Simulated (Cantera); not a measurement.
Charge: 1 mol Fe, 1.5 mol Cl2, 0.013 mol O2, at 1227 °C and 0.590 bar.

Equilibrium computed with Cantera from the NASA thermochemical tables; the gas is ideal and each condensed phase is pure. Candidate condensed phases: Fe, FeCl2, FeCl3, FeO, Fe2O3, Fe3O4; 13 gas species. Rates play no part.

Base state: FeCl3 0.405, FeCl2 0.374, Cl2 0.174, Cl 0.0318, O2 0.0102, Fe2Cl4 0.00325, Fe2Cl6 0.000941, ClO 6.06e-5 (mole fractions); condensed: gas only.

Q: What changes in the equilibrium state with this change: Cl2 from 1.5 to 0.36 mol?

A: 
| species | before | after |
|---|---|---|
| FeCl2 | 0.374 | 0.977 |
| Fe2Cl4 | 0.00325 | 0.0222 |
| FeCl3 | 0.405 | 0.000703 |
| Cl2 | 0.174 | 7.68e-8 |
| O2 | 0.0102 | <1e-9 |
| Cl | 0.0318 | 2.11e-5 |
| Fe2Cl6 | 0.000941 | 2.83e-9 |
| ClO | 6.06e-5 | <1e-9 |
| Fe(γ), mol | 0 | 0.614 |
| FeO(s), mol | 0 | 0.0260 |
Mutual solubility and eutectic melting of coexisting phases are not modelled. The tables' stoichiometric FeO is somewhat more stable than real wüstite, so its field is too wide. FeO: taken at fixed stoichiometry.

Q: What changes in the equilibrium state with this change: 0.15 mol H2O added?

A: 
| species | before | after |
|---|---|---|
| FeCl2 | 0.374 | 0.362 |
| FeCl3 | 0.405 | 0.278 |
| HCl | 0 | 0.192 |
| Cl2 | 0.174 | 0.0877 |
| O2 | 0.0102 | 0.0511 |
| Cl | 0.0318 | 0.0225 |
| H2O | 0 | 0.00227 |
| HOCl | 0 | 1.05e-5 |
| Fe2Cl6 | 0.000941 | 0.000444 |
| Fe2O3(s), mol | 0 | 0.00545 |
Further candidate phases: Fe(OH)2, Fe(OH)3, H2O.
